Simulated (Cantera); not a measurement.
# Thermodynamics of silicon epitaxy and polysilicon growth, feed SiH₄ + Cl₂ + N₂

Input: 1 mol SiH₄, 0.65 mol Cl₂, a varied amount of N₂, equilibrated at 1523.15 K and 100 Torr.

Cantera equilibrium calculation (NASA polynomials, part measured and part estimated; ideal gas, pure solids and liquids). Candidate condensed phases: NH₄Cl, Si, Si₃N₄; 28 gas species. The tables' values for SiCl₃ are old estimates; treat these amounts as uncertain. The numbers say what is thermodynamically allowed, not how fast it happens.

```
n(N₂) (mol)   x N₂     x H₂    x HCl   x SiCl₂   x SiCl₃  x SiCl₄      x H  x SiHCl₃  n Si₃N₄(s)
-----------  -----  -------  -------  --------  --------  -------  -------  --------  ----------
22           0.890   0.0578   0.0511   0.00108  0.000180  8.97e-5  1.52e-5   1.14e-5       0.322
42           0.940   0.0314   0.0281  0.000577   7.18e-5  2.66e-5  1.12e-5   3.35e-6       0.323
62           0.959   0.0216   0.0193  0.000394   4.08e-5  1.26e-5  9.31e-6   1.58e-6       0.324
82           0.968   0.0164   0.0148  0.000300   2.71e-5  7.32e-6  8.13e-6   9.14e-7       0.324
100          0.974   0.0135   0.0122  0.000246   2.02e-5  4.97e-6  7.37e-6   6.20e-7       0.324
120          0.978   0.0113   0.0102  0.000206   1.55e-5  3.47e-6  6.74e-6   4.33e-7       0.324
140          0.981  0.00971  0.00875  0.000177   1.23e-5  2.57e-6  6.25e-6   3.20e-7       0.324
160          0.984  0.00851  0.00767  0.000155   1.01e-5  1.97e-6  5.85e-6   2.46e-7       0.324
180          0.985  0.00757  0.00683  0.000138   8.49e-6  1.56e-6  5.52e-6   1.95e-7       0.324
200          0.987  0.00682  0.00616  0.000124   7.26e-6  1.27e-6  5.24e-6   1.58e-7       0.324
220          0.988  0.00620  0.00560  0.000113   6.30e-6  1.05e-6  4.99e-6   1.31e-7       0.324
240          0.989  0.00569  0.00514  0.000103   5.54e-6  8.85e-7  4.78e-6   1.10e-7       0.324
260          0.990  0.00526  0.00475   9.56e-5   4.92e-6  7.55e-7  4.60e-6   9.39e-8       0.324
```
x: gas mole fraction; n: condensed amount in mol.

From 22 mol N₂ to 260 mol N₂ the condensed part is Si₃N₄(s). The main Si-bearing gas is SiCl₂ throughout.
